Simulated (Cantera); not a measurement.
Thermodynamics of carbothermic reduction, feed TiO2 + CH4 + H2 + C

Feed: 1 mol TiO2, 4.3 mol CH4, 1.4 mol H2, 3.1 mol C, held at 2648 K.

Method: chemical equilibrium by Gibbs-energy minimisation in Cantera with the NASA 1993 tables (ideal gas, pure condensed phases). Candidate condensed phases: C, C6H6, C7H8, C8H18, H2O, Ti, TiC, TiO, TiO2, Ti2O3, Ti3O5, Ti4O7; 113 gas species. TiC: taken at fixed stoichiometry. Rates play no part.

| P (Pa) | x H2 | x H | x CO | x C3 | x Ti | x C2H2 (acetylene) | x C | x C2 | n C(graphite) | n TiC(s) |
|---|---|---|---|---|---|---|---|---|---|---|
| 10 | 0.0284 | 0.784 | 0.0843 | 0.0435 | 0.0422 | 0.000553 | 0.0114 | 0.00413 | 1.71 | 0 |
| 68 | 0.159 | 0.711 | 0.104 | 0.00640 | 0.0140 | 0.00309 | 0.00167 | 0.000607 | 4.07 | 0.731 |
| 460 | 0.416 | 0.442 | 0.129 | 0.000946 | 0.00206 | 0.00811 | 0.000247 | 8.97e-5 | 4.10 | 0.968 |
| 3200 | 0.631 | 0.206 | 0.149 | 0.000136 | 0.000297 | 0.0123 | 3.55e-5 | 1.29e-5 | 4.05 | 0.996 |
| 22000 | 0.740 | 0.0853 | 0.160 | 1.98e-5 | 4.31e-5 | 0.0144 | 5.16e-6 | 1.88e-6 | 4.03 | 0.999 |
| 150000 | 0.787 | 0.0337 | 0.164 | 2.90e-6 | 6.33e-6 | 0.0153 | 7.57e-7 | 2.75e-7 | 4.01 | 1.000 |
| 1000000 | 0.804 | 0.0132 | 0.166 | 4.35e-7 | 9.49e-7 | 0.0157 | 1.14e-7 | 4.13e-8 | 4.00 | 1.000 |
x: gas mole fraction; n: condensed amount in mol.

At 10.0 Pa the condensed part is C(graphite). From 68.0 Pa to 10.0 bar the condensed part is C(graphite) + TiC(s). The main Ti-bearing gas is Ti throughout.
